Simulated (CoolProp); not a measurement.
Vapour-liquid equilibrium of R22 (1) + ethanol (2) at 0.0701 MPa; x and y are mole fractions of (1).

The numbers come from the multi-fluid Helmholtz-energy mixture model, Kamei 1995 and Schroeder 2014; pair parameters Bell 2016 in CoolProp.

```json
[
 {"x": "0.05", "bubble temperature, mixture model (K)": "289.2", "bubble temperature, Raoult's law (K)": "303.4", "y, mixture model": "___", "y, Raoult's law": "0.856"},
 {"x": "0.125", "bubble temperature, mixture model (K)": "___", "bubble temperature, Raoult's law (K)": "276.1", "y, mixture model": "0.992", "y, Raoult's law": "0.976"},
 {"x": "0.2", "bubble temperature, mixture model (K)": "247.3", "bubble temperature, Raoult's law (K)": "262.6", "y, mixture model": "0.997", "y, Raoult's law": "0.992"},
 {"x": "0.275", "bubble temperature, mixture model (K)": "240.0", "bubble temperature, Raoult's law (K)": "254.0", "y, mixture model": "0.999", "y, Raoult's law": "0.996"},
 {"x": "0.35", "bubble temperature, mixture model (K)": "235.5", "bubble temperature, Raoult's law (K)": "248.0", "y, mixture model": "0.999", "y, Raoult's law": "0.998"},
 {"x": "0.425", "bubble temperature, mixture model (K)": "232.7", "bubble temperature, Raoult's law (K)": "243.3", "y, mixture model": "0.999", "y, Raoult's law": "0.999"},
 {"x": "0.5", "bubble temperature, mixture model (K)": "___", "bubble temperature, Raoult's law (K)": "239.5", "y, mixture model": "1.000", "y, Raoult's law": "0.999"},
 {"x": "0.575", "bubble temperature, mixture model (K)": "229.6", "bubble temperature, Raoult's law (K)": "236.4", "y, mixture model": "1.000", "y, Raoult's law": "1.000"},
 {"x": "0.65", "bubble temperature, mixture model (K)": "228.8", "bubble temperature, Raoult's law (K)": "233.7", "y, mixture model": "1.000", "y, Raoult's law": "1.000"},
 {"x": "0.725", "bubble temperature, mixture model (K)": "___", "bubble temperature, Raoult's law (K)": "231.3", "y, mixture model": "1.000", "y, Raoult's law": "1.000"},
 {"x": "0.8", "bubble temperature, mixture model (K)": "227.5", "bubble temperature, Raoult's law (K)": "229.3", "y, mixture model": "1.000", "y, Raoult's law": "1.000"},
 {"x": "0.875", "bubble temperature, mixture model (K)": "226.8", "bubble temperature, Raoult's law (K)": "227.4", "y, mixture model": "1.000", "y, Raoult's law": "1.000"},
 {"x": "0.95", "bubble temperature, mixture model (K)": "225.7", "bubble temperature, Raoult's law (K)": "225.8", "y, mixture model": "1.000", "y, Raoult's law": "1.000"}
]
```

Complete the blanks.


- 0.05, y, mixture model: 0.936
- 0.125, bubble temperature, mixture model (K): 259.9
- 0.5, bubble temperature, mixture model (K): 230.8
- 0.725, bubble temperature, mixture model (K): 228.2

The largest gap from Raoult's law is -16.2 K in bubble temperature, at x = 0.125. No azeotrope shows between x = 0.05 and 0.95.

Pair parameters are fitted to limited data, so mixtures are less certain than the pure fluids. With so large a gap from Raoult's law the liquid may split in two, which this calculation doesn't test in full.
